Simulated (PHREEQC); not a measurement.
Dissolve 0.1 mol/kgw HCl, 0.0185 mol/kgw FeSO4 and 0.065 mol/kgw Fe2(SO4)3 at 25 °C. It is in equilibrium with CO2 at log p = -3.5 (atm). Otherwise closed; pH follows from the charge balance.

Equilibrium calculation in PHREEQC: ion-association model, phreeqc.dat.

Precipitation was switched off in this run.

### Question
Order these Cl species by the share of Cl that they hold, largest first: FeCl+, FeCl+2, Cl-, FeCl2+.

### Answer
Cl- (94 %), FeCl+2 (4.8 %), FeCl2+ (0.98 %), FeCl+ (0.41 %)

### Question
Order these Fe species by the share of Fe that they hold, largest first: Fe+2, Fe(SO4)2-, Fe+3, FeSO4+, FeHSO4+2.

### Answer
FeSO4+ (57 %), FeHSO4+2 (12 %), Fe(SO4)2- (10 %), Fe+2 (7.9 %), Fe+3 (3.9 %)

The pH is 1.48 and the ionic strength 0.305 mol/kgw. The solution is supersaturated, for example in Hematite (slow to form), Goethite (slow to form), so a real one may precipitate; this is no full list.
